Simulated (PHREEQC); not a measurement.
A made-up water analysis in mg/L, 25 °C, pH 2.9, pe 12.8:

```csv
constituent,mg/L
Na,39.7
K,0.204
Ca,123
Mg,20.9
Cl,128
S(6) as SO4,416
Li,0.496
Fe(3),4.3
```

Valence states are taken as typed.

Computed with PHREEQC (ion-association model, wateq4f.dat).

Precipitation was switched off in this run.

Order these Ca species by the share of Ca that they hold, largest first: CaHSO4+, CaSO4, Ca+2.

Ca+2 (81 %), CaSO4 (19 %), CaHSO4+ (0.16 %)

The pH is 2.90 and the ionic strength 0.0163 mol/kgw. Saturation is exceeded, for instance for Hematite (slow to form), Goethite (slow to form); the values hold only as long as no solid forms.
